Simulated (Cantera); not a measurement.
Feed: 1 mol Si3N4, 0.0039 mol C, 7.7 mol H2, held at 1977 °C and 1.90e-5 bar.

These are equilibrium values from Cantera (NASA tables, ideal gas, pure condensed phases), not measurements of a reactor. Candidate condensed phases: C, C6H6, C7H8, C8H18, Si, SiC, Si3N4; 105 gas species. The tables' values for SiN are old estimates; treat these amounts as uncertain. The numbers say what is thermodynamically allowed, not how fast it happens.

Base state: H 0.600, Si 0.165, H2 0.124, N2 0.110, HCN 0.000124, SiH 0.000102, SiN 3.66e-5, CN 2.34e-5 (mole fractions); condensed: gas only.

Question: What changes in the equilibrium state with this change: pressure from 1.90e-5 bar to 0.0100 bar?

Answer: 
```json
[
 {"species": "H2", "before": "0.124", "after": "0.688"},
 {"species": "N2", "before": "0.110", "after": "0.187"},
 {"species": "H", "before": "0.600", "after": "0.0616"},
 {"species": "Si", "before": "0.165", "after": "0.0592"},
 {"species": "Si3", "before": "1.56e-8", "after": "0.000199"},
 {"species": "Si2N", "before": "2.06e-7", "after": "0.000417"},
 {"species": "SiH2", "before": "2.46e-7", "after": "0.000258"},
 {"species": "Si(l), mol", "before": "0", "after": "2.30"}
]
```
Gases not in the tables: Si2H6 and higher silanes.

Question: What changes in the equilibrium state with this change: pressure from 1.90e-5 bar to 0.280 bar?

Answer: 
```csv
species,before,after
H2,0.124,0.780
N2,0.110,0.204
H,0.600,0.0124
Si,0.165,0.00212
SiH2,2.46e-7,0.000292
Si2N,2.06e-7,8.24e-5
SiC2,1.73e-5,1.40e-7
"Si(l), mol",0,2.97
```
Gases not in the tables: Si2H6 and higher silanes.
